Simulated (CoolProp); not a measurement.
Vapour-liquid equilibrium of R152A (1) + isobutene (2) at 0.00221 MPa; x and y are mole fractions of (1).

The numbers come from the multi-fluid Helmholtz-energy mixture model, Outcalt 1996 and Lemmon 2005; pair parameters Bell 2016 in CoolProp.

Question: Give the bubble temperature and the first vapour's composition at x = 0.2, 0.275, 0.95. Is there an azeotrope?

Answer: x = 0.2: -85.9 °C, y = 0.625; x = 0.275: -86.6 °C, y = 0.662; x = 0.95: -86.6 °C, y = 0.894. y crosses x between x = 0.725 and 0.8: the model has an azeotrope there.

The pair parameters rest on a limited set of measurements; away from them the model extrapolates.
